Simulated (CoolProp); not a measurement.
Water at 531.8 K and 3.44 MPa flows at 8.4 m/s in a round tube of 10 mm bore and 45 µm roughness, fully developed (64/Re and Nu = 3.66 if laminar; Colebrook and Gnielinski if turbulent). Each further row changes one setting.

Computed with CoolProp (reference Helmholtz-energy equation of state, Wagner 2002).

```csv
case,Reynolds number,Darcy friction factor,pressure drop (Pa/m),heat-transfer coefficient (W/(m² K)),mass flow (kg/h)
as stated,75500,0.0307,(withheld),(withheld),38.4
velocity 16.8 m/s,151000,0.0301,6870,2950,76.8
diameter 20 mm,151000,(withheld),(withheld),(withheld),(withheld)
```

What belongs in the gaps?


- as stated, pressure drop (Pa/m): 1750
- as stated, heat-transfer coefficient (W/(m² K)): 1500
- diameter 20 mm, Darcy friction factor: 0.0252
- diameter 20 mm, pressure drop (Pa/m): 720
- diameter 20 mm, heat-transfer coefficient (W/(m² K)): 1250
- diameter 20 mm, mass flow (kg/h): 154

Viscosity comes from a separate model (Huber 2009). Thermal conductivity comes from a separate model (Huber 2012).
